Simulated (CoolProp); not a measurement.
Aqueous methanol as a coolant, at -10 °C, 1 atm.

Computed with CoolProp (Melinder's fits for secondary coolants).

```csv
mass %,freezing point (°C),Prandtl number,conductivity (W/(m K)),viscosity (mPa s),cp (kJ/(kg K))
17.5,-12.8,42.3,0.462,(withheld),4.093
21.9,-16.9,46.7,0.443,5.20,3.982
26.4,-21.6,50.2,0.424,5.50,3.871
30.9,-26.8,52.4,0.406,5.65,3.765
35.3,-32.3,53.4,0.389,5.66,(withheld)
39.8,-38.4,53.0,0.372,5.53,3.570
44.3,-45.1,51.5,0.356,(withheld),3.472
48.7,-52.3,(withheld),0.341,4.97,3.372
```

Question: Complete the blanks.

Answer: 
- 17.5, viscosity (mPa s): 4.78
- 35.3, cp (kJ/(kg K)): 3.668
- 44.3, viscosity (mPa s): 5.29
- 48.7, Prandtl number: 49.2
